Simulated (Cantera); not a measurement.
A closed system holds: 1 mol Si2Cl6, a varied amount of N2, equilibrated at 100 Torr.

Equilibrium computed with Cantera from the NASA thermochemical tables; the gas is ideal and each condensed phase is pure. Candidate condensed phases: Si, Si3N4; 13 gas species. The feed counts by its element totals alone. N2 is the only nitrogen source here; it is nearly inert below about 1500 K, so the nitride shown seldom forms there in practice. The tables' values for SiCl3 are old estimates. Equilibrium is a limit: real reactors are often held back by kinetics, nucleation or transport.

Question: What condenses at these points (T in K, n(N2) in mol): (1148, 12); (1698, 16); (1648, 29); (1598, 16); (1148, 4.7)?

Answer: 
```csv
T (K),n(N2) in mol,condensed phases,Si condensed (%)
1148,12,Si3N4,24.9
1698,16,gas only,0.0
1648,29,gas only,0.0
1598,16,gas only,0.0
1148,4.7,Si3N4,24.9
```
